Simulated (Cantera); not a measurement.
An adiabatic, constant-volume homogeneous reactor starts with H2 : O2 : N2 = 1 : 1.06 : 4 (molar parts), at 1650 K and 9000 Torr.

Detailed kinetics in Cantera: GRI-Mech 3.0 (53 species, 325 reactions). The hydrogen kinetics of GRI-Mech 3.0 are dated; newer H2 mechanisms differ, most at raised pressure. The pressure lies above the range GRI-Mech 3.0 was tuned for (to about 10 atm).

x: mole fraction; the columns are a selection and need not sum to one.

```
t (s)     T (K)  P (bar)     x H2    x O2      x NO       x NO2    x HO2
--------  -----  -------  -------  ------  --------  ----------  -------
6.00e-6    2870     19.4  0.00348  0.0939  0.000757  (withheld)  4.86e-5
2.66e-5    2866     19.3  0.00345  0.0927   0.00334  (withheld)  4.77e-5
0.000118   2850     19.2  0.00335  0.0889    0.0118  (withheld)  4.48e-5
0.000524   2831     19.1  0.00323  0.0842    0.0220     3.98e-5  4.14e-5
0.00233    2829     19.0  0.00322  0.0838    0.0229     4.15e-5  4.11e-5
0.0103     2829     19.0  0.00322  0.0838    0.0229     4.15e-5  4.11e-5
0.0458     2829     19.0  0.00322  0.0838    0.0229     4.15e-5  4.11e-5
0.203      2829     19.0  0.00322  0.0838    0.0229     4.15e-5  4.11e-5
0.901      2829     19.0  0.00322  0.0838    0.0229     4.15e-5  4.11e-5
4.00       2829     19.0  0.00322  0.0838    0.0229     4.15e-5  4.11e-5
```

### Question
Fill in the missing entries.

### Answer

- 6.00e-6, x NO2: 1.41e-6
- 2.66e-5, x NO2: 6.23e-6
- 0.000118, x NO2: 2.17e-5
